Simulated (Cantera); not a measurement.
## Ignition delay

Mixture: CH4 : CO : O2 : N2 : H2O = 1 : 0.97 : 1.78 : 6.67 : 0.35 (molar parts), equivalence ratio 1.4, at 0.553 atm, adiabatic and at constant pressure. Ignition delay is the time to a rise of 400 K.

Computed with Cantera and GRI-Mech 3.0 (53 species, 325 reactions).

```json
[
 {"T0 (K)": "1148", "delay (ms)": "324"},
 {"T0 (K)": "1223", "delay (ms)": "93.7"},
 {"T0 (K)": "1298", "delay (ms)": "29.8"},
 {"T0 (K)": "1373", "delay (ms)": "10.5"},
 {"T0 (K)": "1448", "delay (ms)": "4.09"},
 {"T0 (K)": "1523", "delay (ms)": "1.80"},
 {"T0 (K)": "1598", "delay (ms)": "0.883"}
]
```

```yaml
apparent activation energy between 1448 and 1598 K: 200 kJ/mol
```
